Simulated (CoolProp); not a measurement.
Vapour-liquid equilibrium of R152A (1) + n-pentane (2) at 18.75 °C; x and y are mole fractions of (1).

Computed with CoolProp (multi-fluid Helmholtz-energy mixture model, Outcalt 1996 and Thol 2019; pair parameters Bell 2016).

```json
[
 {"x": "0.05", "bubble pressure, mixture model (bar)": "1.319", "bubble pressure, Raoult's law (bar)": "0.7587", "y, mixture model": "0.597", "y, Raoult's law": "0.325"},
 {"x": "0.15", "bubble pressure, mixture model (bar)": "2.445", "bubble pressure, Raoult's law (bar)": "1.198", "y, mixture model": "0.791", "y, Raoult's law": "0.618"},
 {"x": "0.25", "bubble pressure, mixture model (bar)": "3.142", "bubble pressure, Raoult's law (bar)": "1.638", "y, mixture model": "0.844", "y, Raoult's law": "0.753"},
 {"x": "0.35", "bubble pressure, mixture model (bar)": "3.564", "bubble pressure, Raoult's law (bar)": "2.078", "y, mixture model": "0.868", "y, Raoult's law": "0.831"},
 {"x": "0.45", "bubble pressure, mixture model (bar)": "3.831", "bubble pressure, Raoult's law (bar)": "2.517", "y, mixture model": "0.882", "y, Raoult's law": "0.882"},
 {"x": "0.55", "bubble pressure, mixture model (bar)": "4.022", "bubble pressure, Raoult's law (bar)": "2.957", "y, mixture model": "0.893", "y, Raoult's law": "0.918"},
 {"x": "0.65", "bubble pressure, mixture model (bar)": "4.192", "bubble pressure, Raoult's law (bar)": "3.396", "y, mixture model": "0.904", "y, Raoult's law": "0.944"},
 {"x": "0.75", "bubble pressure, mixture model (bar)": "4.373", "bubble pressure, Raoult's law (bar)": "3.836", "y, mixture model": "0.919", "y, Raoult's law": "0.965"},
 {"x": "0.85", "bubble pressure, mixture model (bar)": "4.580", "bubble pressure, Raoult's law (bar)": "4.276", "y, mixture model": "0.940", "y, Raoult's law": "0.981"},
 {"x": "0.95", "bubble pressure, mixture model (bar)": "4.815", "bubble pressure, Raoult's law (bar)": "4.715", "y, mixture model": "0.974", "y, Raoult's law": "0.994"}
]
```

The largest gap from Raoult's law is +104.1 % in bubble pressure, at x = 0.15. No azeotrope shows between x = 0.05 and 0.95.

The pair parameters rest on a limited set of measurements; away from them the model extrapolates. With so large a gap from Raoult's law the liquid may split in two, which this calculation doesn't test in full.
